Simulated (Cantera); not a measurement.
An isothermal, constant-pressure homogeneous reactor starts with 20.0 % H₂, 16.7 % O₂, 63.3 % N₂, at 1423 K and 218 Torr.

Detailed kinetics in Cantera: GRI-Mech 3.0 (53 species, 325 reactions). The temperature is held fixed by assumption; the heat of reaction is taken as removed at once.

One state of this run: x H₂ = 7.38e-6; x O₂ = 0.0740; x NO = 2.57e-5; x H = 2.45e-7; x N₂O = 1.58e-7. x: mole fraction; the columns are a selection and need not sum to one.

### Question
Which value of t (s) does it belong to?
(A) 0.154
(B) 0.0224
(C) 0.00325
(D) 6.88e-5

### Answer
B, 0.0224
